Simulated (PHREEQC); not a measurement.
Make-up at 48 °C: 29 mmol/kgw H2SO4, 23 mmol/kgw MnSO4 and 73 mmol/kgw Fe2(SO4)3. It is in equilibrium with CO2 at log p = -3.5 (atm). Otherwise closed; pH follows from the charge balance.

Equilibrium calculation in PHREEQC: ion-association model, phreeqc.dat.

Each row changes one thing in this solution. No solid was allowed to form.

```json
[
 {"case": "as made", "pH": "1.91", "ionic strength (mol/kgw)": "0.260", "SO4-2 (mol/kgw)": "0.0523", "HSO4- (mol/kgw)": "0.0370", "Mn+2 (mol/kgw)": "0.0117", "MnSO4 (mol/kgw)": "0.0113", "SI of Rhodochrosite (MnCO3)": "-9.10"},
 {"case": "H2SO4 from 0.029 to 0.0029 mol/kgw", "pH": "2.39", "ionic strength (mol/kgw)": "0.279", "SO4-2 (mol/kgw)": "0.0594", "HSO4- (mol/kgw)": "0.0138", "Mn+2 (mol/kgw)": "0.0113", "MnSO4 (mol/kgw)": "0.0117", "SI of Rhodochrosite (MnCO3)": "-8.18"},
 {"case": "diluted 10-fold with water", "pH": "2.44", "ionic strength (mol/kgw)": "0.0378", "SO4-2 (mol/kgw)": "0.00937", "HSO4- (mol/kgw)": "0.00336", "Mn+2 (mol/kgw)": "0.00143", "MnSO4 (mol/kgw)": "0.000868", "SI of Rhodochrosite (MnCO3)": "-8.73"},
 {"case": "0.1 mol/kgw Mn(NO3)2 added", "pH": "1.81", "ionic strength (mol/kgw)": "0.502", "SO4-2 (mol/kgw)": "0.0447", "HSO4- (mol/kgw)": "0.0312", "Mn+2 (mol/kgw)": "0.0820", "MnSO4 (mol/kgw)": "___", "SI of Rhodochrosite (MnCO3)": "-8.56"},
 {"case": "MnSO4 from 0.023 to 0.0023 mol/kgw", "pH": "1.89", "ionic strength (mol/kgw)": "0.226", "SO4-2 (mol/kgw)": "0.0453", "HSO4- (mol/kgw)": "0.0357", "Mn+2 (mol/kgw)": "0.00119", "MnSO4 (mol/kgw)": "0.00111", "SI of Rhodochrosite (MnCO3)": "-10.13"},
 {"case": "Fe2(SO4)3 replaced by K2SO4 at the same molality", "pH": "1.89", "ionic strength (mol/kgw)": "0.232", "SO4-2 (mol/kgw)": "___", "HSO4- (mol/kgw)": "0.0417", "Mn+2 (mol/kgw)": "0.0111", "MnSO4 (mol/kgw)": "___", "SI of Rhodochrosite (MnCO3)": "___"}
]
```

### Question
Fill in the missing entries.

### Answer

- 0.1 mol/kgw Mn(NO3)2 added, MnSO4 (mol/kgw): 0.0400
- Fe2(SO4)3 replaced by K2SO4 at the same molality, SO4-2 (mol/kgw): 0.0538
- Fe2(SO4)3 replaced by K2SO4 at the same molality, MnSO4 (mol/kgw): 0.0119
- Fe2(SO4)3 replaced by K2SO4 at the same molality, SI of Rhodochrosite (MnCO3): -9.16

Some of these states are supersaturated (in Hematite (slow to form), Goethite (slow to form), for instance). Away from 25 °C the constants follow the database's enthalpies or fits; those with neither stay at their 25 °C values.
